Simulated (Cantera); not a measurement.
borazine + H2O + H2 (boron, boron nitride and boron oxide)

Input: 1 mol borazine, 1.6 mol H2O, 0.61 mol H2, equilibrated at 10.0 mbar.

Equilibrium computed with Cantera from the NASA thermochemical tables; the gas is ideal and each condensed phase is pure. Candidate condensed phases: B, BN, B2O3, B3O3H3, H2O; 39 gas species. The feed counts by its element totals alone. Mutual solubility and eutectic melting of coexisting phases are not modelled. The tables' values for BH2 are old estimates; treat these amounts as uncertain. The numbers say what is thermodynamically allowed, not how fast it happens.

| T (K) | x H2 | x N2 | x HBO | x B2O3 | x B2O2 | x BO | x HBO2 | x H | n BN(s) | n B2O3(l) |
|---|---|---|---|---|---|---|---|---|---|---|
| 1098 | 0.907 | 0.0926 | 9.47e-7 | 2.36e-8 | 3.32e-11 | 1.35e-11 | 4.84e-5 | 2.35e-7 | 1.94 | 0.532 |
| 1173 | 0.906 | 0.0926 | 7.27e-6 | 3.72e-7 | 1.36e-9 | 4.17e-10 | 0.000158 | 1.12e-6 | 1.94 | 0.531 |
| 1248 | 0.906 | 0.0925 | 4.34e-5 | 4.15e-6 | 3.54e-8 | 8.47e-9 | 0.000445 | 4.45e-6 | 1.94 | 0.530 |
| 1323 | 0.905 | 0.0924 | 0.000210 | 3.48e-5 | 6.28e-7 | 1.21e-7 | 0.00110 | 1.51e-5 | 1.94 | 0.527 |
| 1398 | 0.903 | 0.0922 | 0.000855 | 0.000229 | 8.11e-6 | 1.30e-6 | 0.00245 | 4.50e-5 | 1.94 | 0.520 |
| 1473 | 0.898 | 0.0919 | 0.00300 | 0.00124 | 8.02e-5 | 1.09e-5 | 0.00498 | 0.000120 | 1.94 | 0.500 |
| 1548 | 0.883 | 0.0914 | 0.00920 | 0.00561 | 0.000630 | 7.35e-5 | 0.00935 | 0.000289 | 1.93 | 0.442 |
| 1623 | 0.840 | 0.0909 | 0.0250 | 0.0220 | 0.00407 | 0.000415 | 0.0162 | 0.000634 | 1.90 | 0.266 |
| 1698 | 0.776 | 0.0936 | 0.0502 | 0.0434 | 0.0151 | 0.00165 | 0.0181 | 0.00127 | 1.80 | 0 |
| 1773 | 0.753 | 0.101 | 0.0704 | 0.0315 | 0.0263 | 0.00424 | 0.0110 | 0.00247 | 1.68 | 0 |
| 1848 | 0.729 | 0.107 | 0.0882 | 0.0184 | 0.0372 | 0.00926 | 0.00592 | 0.00453 | 1.56 | 0 |
| 1923 | 0.709 | 0.112 | 0.0997 | 0.00857 | 0.0430 | 0.0175 | 0.00279 | 0.00793 | 1.48 | 0 |
| 1998 | 0.693 | 0.113 | 0.104 | 0.00337 | 0.0426 | 0.0291 | 0.00119 | 0.0134 | 1.43 | 0 |
x: gas mole fraction; n: condensed amount in mol.

From 1098 K to 1623 K the condensed part is BN(s) + B2O3(l). From 1698 K to 1998 K the condensed part is BN(s). The main B-bearing gas is HBO2 at 1098 K and HBO at 1998 K.
